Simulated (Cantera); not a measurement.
A perfectly stirred reactor is fed with H2 : O2 : N2 = 1.8 : 1 : 18 (molar parts), equivalence ratio 0.90, at 0.360 bar; it is held at 1173 K, and followed from long to short residence time.

Model: GRI-Mech 3.0 (53 species, 325 reactions), integrated in Cantera. The temperature is held fixed by assumption; the heat of reaction is taken as removed at once.

One state of this run: x H2 = 0.0166; x O2 = 0.0159; x NO = 3.44e-6; x N2O = 1.56e-8; x H2O2 = 4.88e-7; x H = 0.0164. x: mole fraction; the columns are a selection and need not sum to one.

Task: Which value of τ (s) does it belong to?
A. 1.2
B. 0.00062
C. 0.016
D. 0.14

Result: B, 0.00062
